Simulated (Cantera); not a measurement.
# Pyrogenic steam for wet oxidation

An isothermal, constant-pressure homogeneous reactor starts with H₂ : O₂ : N₂ = 0.63 : 1 : 11 (molar parts), equivalence ratio 0.32, at 1098 K and 1.00 bar.

Model: GRI-Mech 3.0 (53 species, 325 reactions), integrated in Cantera. The temperature is held fixed by assumption; the heat of reaction is taken as removed at once.

```csv
t (s),x H₂,x O₂,x HO₂,x NO,x O,x OH,x H
3.00e-6,0.0499,0.0792,1.05e-10,<1e-12,9.75e-12,6.55e-12,9.05e-11
1.02e-5,0.0499,0.0792,4.05e-10,<1e-12,8.05e-11,4.05e-11,3.43e-10
3.46e-5,0.0499,0.0792,2.63e-9,<1e-12,9.96e-10,4.51e-10,3.21e-9
0.000117,0.0499,0.0792,7.69e-7,<1e-12,4.20e-7,1.90e-7,1.32e-6
0.000398,0.00281,0.0567,3.10e-5,6.57e-7,0.000418,0.000398,0.000367
0.00135,0.000408,0.0558,1.06e-5,6.41e-7,2.42e-5,4.44e-5,4.36e-6
0.00458,9.08e-5,0.0557,3.34e-6,5.93e-7,3.54e-6,1.61e-5,3.23e-7
0.0156,1.10e-5,0.0556,5.14e-7,5.66e-7,4.31e-7,7.47e-6,1.82e-8
0.0528,4.30e-7,0.0556,3.39e-8,6.05e-7,5.81e-8,3.41e-6,4.92e-10
0.179,7.06e-9,0.0556,4.26e-9,6.48e-7,1.26e-8,1.62e-6,2.64e-11
0.608,1.14e-9,0.0556,1.39e-9,6.62e-7,3.47e-9,8.46e-7,3.83e-12
2.06,4.04e-10,0.0556,9.44e-10,6.63e-7,1.15e-9,4.84e-7,<1e-12
7.00,2.83e-10,0.0556,1.00e-9,6.60e-7,6.28e-10,3.58e-7,<1e-12
```
x: mole fraction; the columns are a selection and need not sum to one.

Equilibrium at this temperature and pressure: H₂ 2.74e-10, O₂ 0.0556, HO₂ 1.03e-9, NO 4.60e-5, O 5.63e-10, OH 3.39e-7, H <1e-12 (gas phase only).
